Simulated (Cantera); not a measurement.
A freely propagating, adiabatic, planar premixed flame of 11.4 % CH₃OH, 15.5 % O₂, 73.0 % N₂, 0.159 % CO₂, equivalence ratio 1.1, unburnt at 525 K and 6830 Torr; mixture-averaged transport, grid criteria slope 0.08 and curve 0.16, no radiation.

Detailed kinetics in Cantera: GRI-Mech 3.0 (53 species, 325 reactions). GRI-Mech 3.0 was tuned for natural gas; its chemistry of methanol as a main component is partial and can be far from experiment. Burning velocities carry a grid error of a few per cent, more on coarse grids.

Problem. Predict: laminar burning velocity; thermal thickness; peak x(HCO); peak x(CO); peak x(H₂O₂); peak x(C₂H₄).

Solution. 
- laminar burning velocity: 45.6 cm/s
- thermal thickness: 0.0606 mm
- peak x(HCO): 8.39e-5
- peak x(CO): 0.0568
- peak x(H₂O₂): 0.000888
- peak x(C₂H₄): 3.92e-7
